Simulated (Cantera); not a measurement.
An isothermal, constant-pressure homogeneous reactor starts with H2 : O2 : N2 = 0.71 : 1 : 0.7 (molar parts), equivalence ratio 0.35, at 848 K and 0.385 atm.

Model: the H2/O2 subset of GRI-Mech 3.0, which has no nitrogen chemistry, integrated in Cantera. Below about 950 K walls govern HO2 and H2O2 in real vessels. The temperature is held fixed by assumption; the heat of reaction is taken as removed at once.

x: mole fraction; the columns are a selection and need not sum to one.

| t (s) | x H2 | x O2 | x OH | x HO2 | x H2O2 | x H2O |
|---|---|---|---|---|---|---|
| 5.00e-5 | 0.295 | 0.415 | <1e-12 | 2.65e-11 | <1e-12 | 7.91e-12 |
| 0.000194 | 0.295 | 0.415 | <1e-12 | 1.58e-10 | <1e-12 | 7.08e-11 |
| 0.000753 | 0.295 | 0.415 | <1e-12 | 7.39e-10 | 2.65e-12 | 3.66e-10 |
| 0.00292 | 0.295 | 0.415 | <1e-12 | 3.06e-9 | 4.40e-11 | 1.58e-9 |
| 0.0113 | 0.295 | 0.415 | <1e-12 | 1.31e-8 | 7.19e-10 | 7.38e-9 |
| 0.0441 | 0.295 | 0.415 | 1.77e-12 | 7.47e-8 | 1.41e-8 | 5.28e-8 |
| 0.171 | 0.295 | 0.415 | 2.85e-11 | 1.36e-6 | 8.41e-7 | 1.69e-6 |
| 0.664 | 0.294 | 0.415 | 6.48e-10 | … | … | … |
| 2.58 | 0.280 | 0.409 | 1.13e-8 | 3.34e-5 | 0.00182 | 0.0156 |
| 10.0 | 0.197 | 0.381 | 1.19e-8 | 3.15e-5 | 0.00204 | 0.113 |

### Question
Complete the blanks.

### Answer

- 0.664, x HO2: 9.43e-6
- 0.664, x H2O2: 8.02e-5
- 0.664, x H2O: 0.000159
